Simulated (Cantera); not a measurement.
What does this Cantera script print?

```python
import numpy as np
import cantera as ct

gas = ct.Solution("h2o2.yaml")
gas.TPX = 1300, 170, {'H2': 0.068, 'O2': 1}
reactor = ct.IdealGasConstPressureReactor(gas, energy="off", clone=False)
net = ct.ReactorNet([reactor])
net.rtol, net.atol = 1e-08, 1e-18
show = ['H2', 'O2', 'H', 'OH', 'O']
times = np.geomspace(0.0008, 4, 9)

steps = ct.SolutionArray(gas, extra=["t"])
rows = []
print(f"{'t/s':>10s}{'T/K':>9s}{'P/Pa':>11s}" + "".join(f"{s:>11s}" for s in show))
for t in times:
    while net.time < t:
        t_next = net.step()
        steps.append(gas.state, t=t_next)
    rows.append([np.interp(t, steps.t, y) for y in (steps.T, steps.P, *steps(*show).X.T)])
    print(f"{t:10.3e}{rows[-1][0]:9.1f}{rows[-1][1]:11.4g}" + "".join(f"{x:11.3e}" for x in rows[-1][2:]))
rate = np.gradient(steps.T, steps.t)
print("integrator steps:", len(steps.t))
if steps.T.max() > steps.T[0] + 200:
    print(f"time of steepest temperature rise: {steps.t[rate.argmax()]:.4e} s")
gas.TPX = 1300, 170, {'H2': 0.068, 'O2': 1}
gas.equilibrate("TP")
print(f"equilibrium (TP): T = {gas.T:.1f} K  " + "  ".join(f"{s} {gas[s].X[0]:.3e}" for s in show))
```

It prints:

```
       t/s      T/K       P/Pa         H2         O2          H         OH          O
 8.000e-04   1300.0        170  6.367e-02  9.363e-01  2.270e-08  2.450e-08  3.034e-08
 2.320e-03   1300.0        170  6.367e-02  9.363e-01  2.244e-07  3.083e-07  4.150e-07
 6.727e-03   1300.0        170  6.323e-02  9.360e-01  1.062e-04  1.487e-04  2.028e-04
 1.951e-02   1300.0        170  1.460e-03  8.851e-01  1.077e-02  5.895e-03  4.285e-02
 5.657e-02   1300.0        170  1.299e-03  8.854e-01  1.028e-02  5.640e-03  4.294e-02
 1.640e-01   1300.0        170  1.257e-03  8.873e-01  9.706e-03  5.553e-03  4.127e-02
 4.757e-01   1300.0        170  1.141e-03  8.923e-01  8.237e-03  5.305e-03  3.687e-02
 1.379e+00   1300.0        170  8.641e-04  9.035e-01  5.223e-03  4.646e-03  2.703e-02
 4.000e+00   1300.0        170  4.206e-04  9.197e-01  1.686e-03  3.270e-03  1.262e-02
integrator steps: 777
equilibrium (TP): T = 1300.0 K  H2 1.441e-07  O2 9.342e-01  H 1.025e-08  OH 6.106e-05  O 4.174e-06
```

Detailed kinetics in Cantera: the H2/O2 subset of GRI-Mech 3.0, which has no nitrogen chemistry. Radical loss at walls, strong at low pressure, is not modelled. The temperature is held fixed by assumption; the heat of reaction is taken as removed at once.
